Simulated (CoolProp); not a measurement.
n-heptane at several states: fugacity coefficient from the reference equation and from simpler models built on Tc = 541.2 K, pc = 2.774 MPa, ω = 0.349; each cubic takes its own stable root.

The numbers come from the reference Helmholtz-energy equation of state, Span 2003 in CoolProp. It is a short technical equation, of lower accuracy than the large ones.

```csv
T (K),p (MPa),phase,reference,Redlich-Kwong,Soave-Redlich-Kwong
269.4,0.195,liquid,0.006235,0.03046,0.006001
242.9,0.427,liquid,0.0004282,0.002965,0.0004141
569,13,supercritical,0.2964,0.3154,0.3330
376.8,0.293,liquid,0.3838,0.7320,0.3852
```
